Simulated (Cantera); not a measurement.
A closed system holds: 1 mol SiO2, 0.69 mol NF3, 29 mol N2, equilibrated at 698 K and 10.0 mbar.

Cantera equilibrium calculation (NASA polynomials, part measured and part estimated; ideal gas, pure solids and liquids). Candidate condensed phases: Si, SiO2, Si2N2O, Si3N4; 28 gas species. The numbers say what is thermodynamically allowed, not how fast it happens.

### Question
What is the equilibrium state?

### Answer
| Property | Result |
|---|---|
| x(N2) | 0.966 |
| x(O2) | 0.0170 |
| x(SiF4) | 0.0170 |
| n(SiO2(α-quartz)) | 0.482 mol |
| gas amount | 30.38 mol |
| log10 activity of Si(s) (absent) | -54.88 |
